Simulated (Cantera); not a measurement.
Cantera with NASA thermochemical tables; ideal gases at 1 bar, condensed phases pure. Values are per mole of reaction as written; species without (g) are pure solids or liquids, kept so even where they would boil at 1 bar.

2 H(g) + CaCl₂ = Ca(g) + 2 HCl(g), with ΔH° = 352.9 kJ and ΔS° = 194.4 J/K at 300 K.

**Question.** How far is the shortcut ΔG° ≈ ΔH°(300 K) − T·ΔS°(300 K) from the full temperature-dependent value at 475, 625, 775, 925, 1075, 1225, 1375, 1525, 1675, 1825, 1975 K?

**Answer.** 
```
T (K)  shortcut (kJ)  full (kJ)  difference (kJ)  difference in log10 K  condensed phases
-----  -------------  ---------  ---------------  ---------------------  ----------------
475            260.6      262.2             -1.6                   0.18          CaCl₂(s)
625            231.4      236.5             -5.0                   0.42          CaCl₂(s)
775            202.3      212.2             -9.9                   0.67          CaCl₂(s)
925            173.1      189.1            -16.0                   0.90          CaCl₂(s)
1075           143.9      167.9            -23.9                   1.16          CaCl₂(l)
1225           114.8      151.0            -36.2                   1.55          CaCl₂(l)
1375            85.6      135.2            -49.6                   1.89          CaCl₂(l)
1525            56.5      120.4            -63.9                   2.19          CaCl₂(l)
1675            27.3      106.4            -79.1                   2.47          CaCl₂(l)
1825            -1.9       93.1            -94.9                   2.72          CaCl₂(l)
1975           -31.0       80.4           -111.4                   2.95          CaCl₂(l)
```
The shortcut ignores heat capacities and the phase changes listed.
